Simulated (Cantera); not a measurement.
Low-pressure radical oxidation in H2/O2

An isothermal, constant-pressure homogeneous reactor starts with 0.841 % H₂, 76.5 % O₂, 20.6 % N₂, 2.06 % H₂O, at 1400 K and 0.0133 bar.

Cantera simulation using the H2/O2 subset of GRI-Mech 3.0, which has no nitrogen chemistry; the numbers are that mechanism's predictions, not measurements. Radical loss at walls, strong at low pressure, is not modelled.

```
t (s)         x H₂   x O₂    x HO₂       x O    x H₂O₂      x OH
--------  --------  -----  -------  --------  --------  --------
1.00e-5    0.00841  0.765  1.57e-9  2.60e-10    <1e-12  3.25e-10
5.47e-5    0.00841  0.765  8.58e-9   4.90e-9  1.15e-12   5.19e-9
0.000299   0.00841  0.765  4.68e-8   5.79e-8  3.17e-11   5.64e-8
0.00164    0.00840  0.765  2.56e-7   4.07e-6  6.47e-10   3.73e-6
0.00894   0.000117  0.757  6.39e-7   0.00651   2.04e-8   0.00199
0.0489     9.82e-5  0.758  5.88e-7   0.00556   1.91e-8   0.00184
0.267      4.90e-5  0.761  3.96e-7   0.00274   1.42e-8   0.00130
1.46       7.38e-6  0.763  1.11e-7  0.000407   5.13e-9  0.000507
8.00       5.93e-7  0.763  3.21e-8   3.25e-5  9.14e-10  0.000144
```
x: mole fraction; the columns are a selection and need not sum to one.

Equilibrium at this temperature and pressure: H₂ 1.31e-7, O₂ 0.763, HO₂ 4.36e-8, O 7.21e-6, H₂O₂ 3.29e-10, OH 6.77e-5 (gas phase only).
